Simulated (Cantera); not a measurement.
N2O furnace oxynitridation

An isothermal, constant-pressure homogeneous reactor starts with N2O : H2 : N2 = 1 : 0.0027 : 3 (molar parts), at 1400 K and 20.0 Torr.

Cantera simulation using GRI-Mech 3.0 (53 species, 325 reactions); the numbers are that mechanism's predictions, not measurements. GRI-Mech 3.0 was tuned for natural gas; its chemistry of N2O as a main component is partial and can be far from experiment. Radical loss at walls, strong at low pressure, is not modelled. The temperature is held fixed by assumption; the heat of reaction is taken as removed at once.

```tsv
t (s)	x N2O	x H2	x O	x HO2	x N2	x H
5.00e-5	0.250	0.000675	2.48e-6	1.53e-11	0.749	8.47e-9
0.000283	0.250	0.000674	1.10e-5	3.22e-9	0.750	8.35e-8
0.00160	0.250	0.000666	2.26e-5	3.41e-7	0.750	3.81e-7
0.00909	0.249	0.000527	2.29e-5	4.49e-6	0.750	9.78e-7
0.0515	0.243	9.91e-5	2.42e-5	2.25e-6	0.753	2.03e-7
0.291	0.217	4.10e-7	2.46e-5	3.10e-7	0.765	4.47e-8
1.65	0.117	4.37e-8	2.42e-5	4.62e-8	0.812	6.19e-8
9.35	0.00505	5.26e-8	1.76e-5	2.53e-9	0.866	6.71e-8
53.0	5.75e-7	5.56e-9	1.76e-6	1.50e-9	0.868	2.25e-9
300	4.51e-7	5.55e-9	1.76e-6	1.50e-9	0.868	2.24e-9
```
x: mole fraction; the columns are a selection and need not sum to one.

Equilibrium at this temperature and pressure: N2O 6.17e-9, H2 5.01e-9, O 1.94e-6, HO2 1.74e-9, N2 0.888, H 2.12e-9 (gas phase only).
